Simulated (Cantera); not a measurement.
An isothermal, constant-pressure homogeneous reactor starts with 22.5 % H2, 52.4 % O2, 25.1 % N2, equivalence ratio 0.21, at 1198 K and 0.0263 atm.

Computed with Cantera and GRI-Mech 3.0 (53 species, 325 reactions). Radical loss at walls, strong at low pressure, is not modelled. The temperature is held fixed by assumption; the heat of reaction is taken as removed at once.

x: mole fraction; the columns are a selection and need not sum to one.

| t (s) | x H2 | x O2 | x H2O | x OH | x NO2 | x O | x NO |
|---|---|---|---|---|---|---|---|
| 0.000500 | 0.224 | 0.523 | 0.000997 | [?] | <1e-12 | 0.000297 | <1e-12 |
| 0.00140 | 0.0132 | 0.416 | 0.174 | [?] | 1.27e-11 | 0.0546 | 6.89e-7 |
| 0.00389 | 0.00810 | 0.439 | 0.216 | [?] | 6.63e-11 | 0.0289 | 2.09e-6 |
| 0.0109 | 0.00179 | 0.458 | 0.247 | [?] | 3.49e-10 | 0.00586 | 2.54e-6 |
| 0.0303 | 0.000179 | 0.462 | 0.253 | [?] | 2.37e-9 | 0.000577 | 2.57e-6 |
| 0.0847 | 2.21e-5 | 0.463 | 0.253 | [?] | 5.66e-9 | 7.35e-5 | 2.57e-6 |
| 0.236 | 4.17e-6 | 0.463 | 0.254 | [?] | 6.19e-9 | 1.44e-5 | 2.57e-6 |
| 0.659 | 1.04e-6 | 0.463 | 0.254 | [?] | 4.87e-9 | 3.67e-6 | 2.57e-6 |
| 1.84 | 3.03e-7 | 0.463 | 0.254 | [?] | 3.87e-9 | 1.09e-6 | 2.57e-6 |
| 5.14 | 9.92e-8 | 0.463 | 0.254 | [?] | 4.55e-9 | 3.60e-7 | 2.57e-6 |
| 14.3 | 4.05e-8 | 0.463 | 0.254 | [?] | 7.80e-9 | 1.47e-7 | 2.57e-6 |
| 40.0 | 2.85e-8 | 0.463 | 0.254 | [?] | 1.04e-8 | 1.03e-7 | 2.56e-6 |

Task: What belongs in the gaps?

Result: 
- 0.000500, x OH: 0.000171
- 0.00140, x OH: 0.00913
- 0.00389, x OH: 0.00728
- 0.0109, x OH: 0.00339
- 0.0303, x OH: 0.00106
- 0.0847, x OH: 0.000380
- 0.236, x OH: 0.000168
- 0.659, x OH: 8.48e-5
- 1.84, x OH: 4.62e-5
- 5.14, x OH: 2.65e-5
- 14.3, x OH: 1.69e-5
- 40.0, x OH: 1.42e-5
